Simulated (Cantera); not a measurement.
Input: 1 mol TiO2, 79 mol H2, held at 0.133 bar.

Equilibrium computed with Cantera from the NASA thermochemical tables; the gas is ideal and each condensed phase is pure. Candidate condensed phases: H2O, Ti, TiO, TiO2, Ti2O3, Ti3O5, Ti4O7; 12 gas species. Mutual solubility and eutectic melting of coexisting phases are not modelled. Condensed phases not in the tables: Magnéli phases beyond Ti4O7. Equilibrium is a limit: real reactors are often held back by kinetics, nucleation or transport.

x: gas mole fraction; n: condensed amount in mol.

```csv
T (K),x H2,x H2O,x H,x OH,n TiO2(rutile),n Ti4O7(s),n Ti3O5(s)
1275,0.998,0.00234,2.02e-6,5.50e-11,0.261,0.185,0
1300,0.997,0.00298,3.03e-6,1.18e-10,0.0568,0.236,0
1325,0.997,0.00316,4.47e-6,2.07e-10,0,0.250,0
1350,0.997,0.00316,6.52e-6,3.36e-10,0,0.250,0
1375,0.997,0.00316,9.37e-6,5.35e-10,0,0.250,0
1400,0.997,0.00316,1.33e-5,8.39e-10,0,0.250,0
1425,0.997,0.00316,1.87e-5,1.29e-9,0,0.250,0
1450,0.997,0.00316,2.59e-5,1.97e-9,0,0.250,0
1475,0.997,0.00342,(withheld),(withheld),0,(withheld),(withheld)
1500,0.996,0.00422,4.81e-5,5.82e-9,0,0,0.333
1525,0.996,0.00422,6.46e-5,8.50e-9,0,0,0.333
1550,0.996,0.00422,8.61e-5,1.23e-8,0,0,0.333
1575,0.996,0.00422,(withheld),(withheld),0,0,0.333
1600,0.996,0.00422,0.000149,2.47e-8,0,0,0.333
```

Q: What belongs in the gaps?

A: 
- 1575, x H: 0.000114
- 1575, x OH: 1.75e-8
- 1475, x H: 3.55e-5
- 1475, x OH: 3.19e-9
- 1475, n Ti4O7(s): 0.189
- 1475, n Ti3O5(s): 0.0817
